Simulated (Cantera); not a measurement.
A perfectly stirred reactor is fed with NH3 : H2 = 1 : 0.65 (molar parts), at 0.133 bar; it is held at 1248 K, and followed from long to short residence time.

Detailed kinetics in Cantera: the gas-phase N/H chemistry of the illustrative SiF4/NH3 mechanism in the Surface Chemkin manual (1991). Walls and surfaces, which speed up NH3 decomposition in real reactors, are not modelled.

Q: What does this change do: temperature 1248 to 1650 K?

A: 
```json
[
 {"quantity": "x(NH3) at τ = 23.0 s", "before": "0.606", "after": "0.254"},
 {"quantity": "x(H2) at τ = 23.0 s", "before": "0.394", "after": "0.636"},
 {"quantity": "x(N) at τ = 23.0 s", "before": "4.93e-12", "after": "2.44e-8"},
 {"quantity": "x(N2) at τ = 23.0 s", "before": "4.95e-5", "after": "0.109"},
 {"quantity": "x(NH2) at τ = 23.0 s", "before": "1.75e-6", "after": "7.28e-5"},
 {"quantity": "x(NH3) at τ = 97.0 ms", "before": "0.606", "after": "0.602"},
 {"quantity": "x(H2) at τ = 97.0 ms", "before": "0.394", "after": "0.397"},
 {"quantity": "x(N) at τ = 97.0 ms", "before": "<1e-12", "after": "2.05e-8"},
 {"quantity": "x(N2) at τ = 97.0 ms", "before": "2.60e-9", "after": "0.00119"},
 {"quantity": "x(NH2) at τ = 97.0 ms", "before": "2.06e-7", "after": "0.000125"}
]
```
